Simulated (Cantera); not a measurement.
Mixture: CO : H₂ : CH₄ : O₂ : N₂ = 1 : 0.036 : 0.27 : 1.68 : 6.31 (molar parts), equivalence ratio 0.63, at 750 Torr, adiabatic and at constant pressure. Ignition delay is the time to a rise of 400 K.

Model: GRI-Mech 3.0 (53 species, 325 reactions), integrated in Cantera. Where the delays flatten at high temperature, the 400 K rule measures the pace of heat release, not the induction time.

**Question.** Predict: delay at 1273 K; delay at 1423 K; delay at 1573 K; delay at 1723 K; delay at 1873 K; apparent activation energy between 1798 and 1948 K.

**Answer.** 
| Quantity | Value |
|---|---|
| delay at 1273 K | 2.02 ms |
| delay at 1423 K | 0.592 ms |
| delay at 1573 K | 0.237 ms |
| delay at 1723 K | 0.118 ms |
| delay at 1873 K | 71.2 µs |
| apparent activation energy between 1798 and 1948 K | 74 kJ/mol |
